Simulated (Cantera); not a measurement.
A freely propagating, adiabatic, planar premixed flame of 33.7 % H₂, 13.0 % O₂, 53.3 % N₂, unburnt at 575 K and 1.01 bar; mixture-averaged transport, grid criteria slope 0.08 and curve 0.16, no radiation.

Detailed kinetics in Cantera: the H2/O2 subset of GRI-Mech 3.0, which has no nitrogen chemistry. Burning velocities carry a grid error of a few per cent, more on coarse grids.

Task: Predict: laminar burning velocity; thermal thickness; peak x(H); peak x(O); peak x(OH).

Result: 
| Item | Result |
|---|---|
| laminar burning velocity | 744 cm/s |
| thermal thickness | 0.456 mm |
| peak x(H) | 0.0751 |
| peak x(O) | 0.00883 |
| peak x(OH) | 0.0133 |
